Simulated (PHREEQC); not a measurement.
A solution holds 0.0093 mol/kgw HF, 0.03 mol/kgw CsF and 0.017 mol/kgw HCl, at 20 °C. Closed to the air; pH follows from the charge balance.

The numbers come from PHREEQC with the ion-association model, wateq4f.dat.

Precipitation was switched off in this run.

Order these F species by the share of F that they hold, largest first: HF, H2F2, HF2-, F-.

HF (53 %), F- (34 %), H2F2 (7.0 %), HF2- (5.3 %)

The pH is 2.87 and the ionic strength 0.0316 mol/kgw. wateq4f.dat counts part of the HF as a dimer, H2F2, which phreeqc.dat doesn't know; its constant is uncertain.
